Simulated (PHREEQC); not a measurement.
## Silver or lead bath (model solution)

Make-up at 75 °C: 18 mmol/kgw AgNO3, 3 mmol/kgw HNO3 and 48 mmol/kgw Zn(NO3)2. Closed to the air; pH follows from the charge balance.

All values are PHREEQC results (ion-association model, wateq4f.dat), not measurements.

Each row changes one thing in this solution. This is a speciation only: nothing precipitates in the calculation.

| case | pH | ZnOH+ (mol/kgw) | SI of Zincite(c) (ZnO) |
|---|---|---|---|
| as made | 2.62 | 2.44e-7 | -5.41 |
| 0.00063 mol/kgw HBr added | 2.54 | 2.02e-7 | -5.58 |
| AgNO3 left out | 2.62 | 2.50e-7 | -5.40 |
| HNO3 from 0.003 to 0.015 mol/kgw | 1.93 | 4.82e-8 | -6.82 |
| 0.0031 mol/kgw AgF added | 3.08 | 6.84e-7 | -4.51 |

Some of these states are supersaturated (in Bromyrite, for instance). Away from 25 °C the constants follow the database's enthalpies or fits; those with neither stay at their 25 °C values.
